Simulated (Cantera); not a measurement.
Cantera run, input and output.

```python
import numpy as np
import cantera as ct

gas = ct.Solution("gri30.yaml")
gas.TPX = 700, 500000, {'CH4': 1, 'O2': 2.53, 'N2': 9.52}
inlet = ct.Reservoir(gas, clone=True)
gas.equilibrate("HP")  # start burning
reactor = ct.IdealGasConstPressureReactor(gas, energy="on", clone=False)
exhaust = ct.Reservoir(gas, clone=True)
tau = [0.062, 0.034, 0.018, 0.0098, 0.0053, 0.0029, 0.0016, 0.00084, 0.00045, 0.00025, 0.00013, 7.2e-05, 3.9e-05][0]
for a, b in ((inlet, reactor), (reactor, exhaust)):
    ct.MassFlowController(a, b, mdot=lambda t: reactor.mass / tau)
net = ct.ReactorNet([reactor])
show = ['CH4', 'O2', 'HCN', 'C2H', 'OH', 'CH2CO', 'CH2']

rows = []
print(f"{'tau/s':>10s}{'T/K':>9s}" + "".join(f"{s:>11s}" for s in show))
for tau in [0.062, 0.034, 0.018, 0.0098, 0.0053, 0.0029, 0.0016, 0.00084, 0.00045, 0.00025, 0.00013, 7.2e-05, 3.9e-05]:
    net.initial_time = 0.0
    net.advance(30 * tau)
    before = gas.X
    net.advance(40 * tau)
    drift = np.max(np.abs(gas.X - before) / (gas.X + 1e-9))
    rows.append([gas.T, *gas[show].X, drift])
    print(f"{tau:10.3e}{gas.T:9.1f}" + "".join(f"{x:11.3e}" for x in gas[show].X))
```

Output:

```
     tau/s      T/K        CH4         O2        HCN        C2H         OH      CH2CO        CH2
 6.200e-02   2268.1  1.088e-06  3.908e-02  1.095e-07  1.420e-13  3.557e-03  9.001e-11  2.526e-08
 3.400e-02   2269.0  1.942e-06  3.951e-02  1.433e-07  4.495e-13  3.615e-03  1.732e-10  4.578e-08
 1.800e-02   2269.2  3.561e-06  3.992e-02  1.770e-07  1.491e-12  3.696e-03  3.605e-10  8.546e-08
 9.800e-03   2268.1  6.285e-06  4.025e-02  2.065e-07  4.529e-12  3.806e-03  7.642e-10  1.539e-07
 5.300e-03   2265.0  1.095e-05  4.056e-02  2.360e-07  1.314e-11  3.975e-03  1.716e-09  2.749e-07
 2.900e-03   2259.4  1.839e-05  4.089e-02  2.690e-07  3.439e-11  4.227e-03  3.913e-09  4.756e-07
 1.600e-03   2250.2  2.974e-05  4.131e-02  3.096e-07  8.033e-11  4.587e-03  8.840e-09  7.949e-07
 8.400e-04   2235.0  4.860e-05  4.195e-02  3.669e-07  1.794e-10  5.111e-03  2.081e-08  1.338e-06
 4.500e-04   2213.7  7.685e-05  4.285e-02  4.403e-07  3.545e-10  5.725e-03  4.580e-08  2.134e-06
 2.500e-04   2186.8  1.182e-04  4.402e-02  5.316e-07  6.345e-10  6.344e-03  9.316e-08  3.216e-06
 1.300e-04   2147.8  1.942e-04  4.583e-02  6.692e-07  1.175e-09  6.977e-03  2.017e-07  4.942e-06
 7.200e-05   2103.2  3.151e-04  4.812e-02  8.410e-07  2.065e-09  7.372e-03  4.128e-07  7.195e-06
 3.900e-05   2045.1  5.567e-04  5.160e-02  1.096e-06  3.928e-09  7.403e-03  9.454e-07  1.071e-05
```

Computed with Cantera and GRI-Mech 3.0 (53 species, 325 reactions).
